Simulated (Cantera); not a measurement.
A closed system holds: 1 mol Si, 0.048 mol H2O, 17 mol H2, at 1250 K and 10.0 mbar.

Cantera equilibrium calculation (NASA polynomials, part measured and part estimated; ideal gas, pure solids and liquids). Candidate condensed phases: H2O, Si, SiO2; 18 gas species. Mutual solubility and eutectic melting of coexisting phases are not modelled. The tables hold silica as quartz up to 1696 K and as liquid above; real silica turns to tridymite and cristobalite and melts near 1996 K. Rates play no part.

Base state: H2 1.000, SiO 0.000213 (mole fractions); condensed: Si(s) + SiO2(β-quartz).

Problem. What changes in the equilibrium state with this change: pressure from 10.0 mbar to 1.40 mbar?

Solution. 
```tsv
species	before	after
H2	1.000	0.998
SiO	0.000213	0.00152
H	4.83e-6	1.29e-5
Si(s), mol	0.974	0.963
SiO2(β-quartz), mol	0.0222	0.0110
```

Problem. What changes in the equilibrium state with this change: temperature from 1250 K to 1775 K?

Solution. 
```json
[
 {"species": "H2", "before": "1.000", "after": "0.994"},
 {"species": "H", "before": "4.83e-6", "after": "0.00289"},
 {"species": "SiO", "before": "0.000213", "after": "0.00280"},
 {"species": "Si", "before": "<1e-9", "after": "0.000220"},
 {"species": "SiH", "before": "<1e-9", "after": "2.69e-5"},
 {"species": "SiH2", "before": "3.13e-8", "after": "2.49e-5"},
 {"species": "Si(s), mol", "before": "0.974", "after": "0"},
 {"species": "SiO2(β-quartz), mol", "before": "0.0222", "after": "0"},
 {"species": "Si(l), mol", "before": "0", "after": "0.947"}
]
```
Gases not in the tables: Si2H6 and higher silanes.
